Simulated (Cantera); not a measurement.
Charge: 1 mol Si, 5.9 mol HCl, 0.77 mol H₂, at 925 °C and 10000 Pa.

Method: chemical equilibrium by Gibbs-energy minimisation in Cantera with the NASA 1993 tables (ideal gas, pure condensed phases). Candidate condensed phases: Si; 19 gas species. The tables' values for SiCl₃ are old estimates; treat these amounts as uncertain. Kinetics and transport are ignored.

Base state: H₂ 0.478, HCl 0.346, SiCl₄ 0.165, SiHCl₃ 0.00613, SiCl₃ 0.00406, SiCl₂ 0.000884, SiH₂Cl₂ 2.98e-5 (mole fractions); condensed: gas only.

Question: What changes in the equilibrium state with this change: HCl from 5.9 to 2.1 mol?

Answer: 
```csv
species,before,after
H₂,0.478,0.697
SiCl₄,0.165,0.147
HCl,0.346,0.0799
SiHCl₃,0.00613,0.0345
SiCl₂,0.000884,0.0216
SiCl₃,0.00406,0.0189
SiH₂Cl₂,2.98e-5,0.00106
"Si(s), mol",0,0.464
```

Question: What changes in the equilibrium state with this change: Si replaced by SiCl₄?

Answer: 
```
species    before     after
-------  --------  --------
HCl         0.346     0.770
SiCl₄       0.165     0.129
H₂          0.478    0.0996
SiH₂Cl₂   2.98e-5   2.05e-7
SiCl₂    0.000884   2.92e-5
SiHCl₃    0.00613  0.000450
SiCl₃     0.00406  0.000653
```
